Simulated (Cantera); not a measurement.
Charge: 1 mol Fe2O3, a varied amount of CH4, 1.3 mol H2, equilibrated at 13.3 mbar.

Equilibrium computed with Cantera from the NASA thermochemical tables; the gas is ideal and each condensed phase is pure. Candidate condensed phases: C, C6H6, C7H8, C8H18, Fe, Fe(CO)5, FeO, Fe(OH)2, Fe(OH)3, Fe2O3, Fe3O4, H2O; 114 gas species. Each liquid is taken as pure. Mutual solubility and eutectic melting of coexisting phases are not modelled. The tables' stoichiometric FeO is somewhat more stable than real wüstite, so its field is too wide. FeO: taken at fixed stoichiometry. Kinetics and transport are ignored.

Stable condensed phases, one row left out:

```
T in K \ n(CH4) in mol
         0.37 0.44 0.53 0.64 0.77 0.93  1.1  1.3  1.6
   2425     A    A    A    A    B    B    B    B    B
   2325     A    A    A    A    A    A    B    B    B
   2225     A    A    A    A    A    A    A    A    B
   2125     A    A    A    C    C    C    C    C    D
   2025     A    C    C    C    C    C    C    C    D
   1925     C    C    C    C    C    C    C    C    D
   1825     C    C    C    C    C    C    C    C    D
   1725     C    C    C    C    C    C    C    C    D
   1625     C    C    C    C    C    C    C    C    D
   1525     C    C    C    C    C    C    C    C    D
   1325     A    C    C    C    C    C    C    C    C
   1225     A    C    C    C    C    C    C    C    C
```

A: FeO; B: gas only; C: Fe + FeO; D: Fe.

### Question
Give the row for 1425 K.

### Answer
0.37: FeO; 0.44: Fe + FeO; 0.53: Fe + FeO; 0.64: Fe + FeO; 0.77: Fe + FeO; 0.93: Fe + FeO; 1.1: Fe + FeO; 1.3: Fe + FeO; 1.6: Fe.
